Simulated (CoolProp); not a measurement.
Vapour-liquid equilibrium of benzene (1) + n-octane (2) at 0.445 MPa; x and y are mole fractions of (1).

Model: multi-fluid Helmholtz-energy mixture model, Thol 2012 and Beckmüller 2019; pair parameters Bell 2016, in CoolProp.

| x | bubble temperature (K) | y at the bubble point | dew temperature at overall composition x (K) | liquid density (mol/L) |
|---|---|---|---|---|
| 0.05 | 457.7 | 0.116 | 460.2 | 4.922 |
| 0.2 | 445.6 | 0.399 | 454.3 | 5.420 |
| 0.35 | 435.7 | 0.595 | 447.9 | 5.968 |
| 0.5 | 427.8 | 0.729 | 440.7 | 6.584 |
| 0.65 | 421.5 | 0.828 | 432.6 | 7.293 |
| 0.8 | 416.3 | 0.906 | 423.3 | 8.134 |
| 0.95 | 411.8 | 0.977 | 413.5 | 9.156 |

No azeotrope shows between x = 0.05 and 0.95.

Pair parameters are fitted to limited data, so mixtures are less certain than the pure fluids.
